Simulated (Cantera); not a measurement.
# Ignition delay

Mixture: H₂ : O₂ : N₂ = 1 : 0.25 : 0.94 (molar parts), at 101000 Pa, adiabatic and at constant volume. Ignition delay is the time to a rise of 400 K.

Cantera simulation using the H2/O2 subset of GRI-Mech 3.0, which has no nitrogen chemistry; the numbers are that mechanism's predictions, not measurements. Below about 950 K walls govern HO2 and H2O2 in real vessels. Where the delays flatten at high temperature, the 400 K rule measures the pace of heat release, not the induction time.

| T0 (K) | delay (ms) |
|---|---|
| 925 | 50.6 |
| 975 | 1.10 |
| 1025 | 0.230 |
| 1075 | 0.123 |
| 1125 | 0.0804 |
| 1175 | 0.0574 |
| 1225 | 0.0432 |
| 1275 | 0.0339 |
| 1325 | 0.0274 |
| 1375 | 0.0228 |
